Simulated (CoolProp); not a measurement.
CHF3 (R23) along the isotherm 201.85 °C: Z from the reference equation and from simpler models built on Tc = 26.1 °C, pc = 4832 kPa, ω = 0.263; each cubic takes its own stable root.

Model: reference Helmholtz-energy equation of state, Penoncello 2003, in CoolProp.

```json
[
 {"p (kPa)": "153", "phase": "gas", "reference": "0.9981"},
 {"p (kPa)": "258", "phase": "gas", "reference": "0.9967"},
 {"p (kPa)": "435", "phase": "gas", "reference": "0.9945"},
 {"p (kPa)": "734", "phase": "gas", "reference": "0.9908"},
 {"p (kPa)": "1240", "phase": "gas", "reference": "0.9845"},
 {"p (kPa)": "2090", "phase": "gas", "reference": "0.9742"},
 {"p (kPa)": "3530", "phase": "gas", "reference": "0.9572"},
 {"p (kPa)": "5960", "phase": "supercritical", "reference": "0.9308"},
 {"p (kPa)": "10100", "phase": "supercritical", "reference": "0.8939"},
 {"p (kPa)": "17000", "phase": "supercritical", "reference": "0.8646"},
 {"p (kPa)": "28600", "phase": "supercritical", "reference": "0.9074"},
 {"p (kPa)": "48300", "phase": "supercritical", "reference": "1.099"}
]
```

**Question.** How far does each simpler model (van der Waals, Redlich-Kwong, Peng-Robinson) lie from the reference over these 12 states: mean and median of the absolute difference, and the worst?

**Answer.** 
- van der Waals: mean 3.8 %, median 1.8 %, worst +16.7 % at 201.85 °C and 48300 kPa
- Redlich-Kwong: mean 1.3 %, median 0.7 %, worst -3.3 % at 201.85 °C and 10100 kPa
- Peng-Robinson: mean 1.3 %, median 0.1 %, worst +5.6 % at 201.85 °C and 28600 kPa
